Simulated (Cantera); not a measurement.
Mixture: CO : H2 : CH4 : O2 : N2 : H2O = 1 : 0.61 : 0.11 : 2.33 : 8.76 : 0.79 (molar parts), equivalence ratio 0.44, at 390 Torr, adiabatic and at constant pressure. Ignition delay is the time to a rise of 400 K.

Cantera simulation using GRI-Mech 3.0 (53 species, 325 reactions); the numbers are that mechanism's predictions, not measurements. Where the delays flatten at high temperature, the 400 K rule measures the pace of heat release, not the induction time.

Q: Predict: delay at 1173 K; delay at 1223 K; delay at 1273 K; delay at 1323 K; delay at 1373 K; delay at 1423 K; delay at 1473 K.

A: 
```json
{
 "delay at 1173 K": "0.274 ms",
 "delay at 1223 K": "0.222 ms",
 "delay at 1273 K": "0.190 ms",
 "delay at 1323 K": "0.169 ms",
 "delay at 1373 K": "0.155 ms",
 "delay at 1423 K": "0.147 ms",
 "delay at 1473 K": "0.143 ms"
}
```
